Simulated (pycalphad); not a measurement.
Computed with pycalphad from the COST 507 light-alloy database (1999), at 1 atm. The data set is of 1999 and partly superseded. Amounts are mole fractions of atoms.

Q: Give the equilibrium state of Al-0.26Si-12.7Mn (at.%) at 1010 K.

A: 
```
T = 1010.00 K, P = 101325 Pa, N = 1 mol of atoms
G = -52607 J/mol, H = 13271 J/mol, S = 65.23 J/(mol K)  (SER reference)
chemical potentials (J/mol): Al -43735, Si -72510, Mn -113003
phase             fraction      x(Al)      x(Si)      x(Mn)
AL4MN               0.5460     0.8000       none     0.2000
LIQUID              0.4320     0.9668     0.0037     0.0295
ALMNSI_BETA         0.0220     0.7243     0.0450     0.2308
```

Q: Give the equilibrium state of Al-0.26Si-12.7Mn (at.%) at 930 K.

A: 
```
T = 930.00 K, P = 101325 Pa, N = 1 mol of atoms
G = -47806 J/mol, H = 3866 J/mol, S = 55.56 J/(mol K)  (SER reference)
chemical potentials (J/mol): Al -37740, Si -56364, Mn -116621
phase             fraction      x(Al)      x(Si)      x(Mn)
AL6MN               0.8512     0.8571       none     0.1429
LIQUID              0.1257     0.9823     0.0068     0.0109
ALMNSI_ALPHA        0.0232     0.7506     0.0755     0.1739
```

Database names, with the compositions (at.%) that they take in these runs: AL4MN: Al 80 Mn 20; ALMNSI_BETA: Al 72 Mn 23 Si 4; AL6MN: Al 86 Mn 14; ALMNSI_ALPHA: Al 75-78 Mn 17 Si 4-8. An entry "none" or "no" means that the model of the phase leaves that element out.
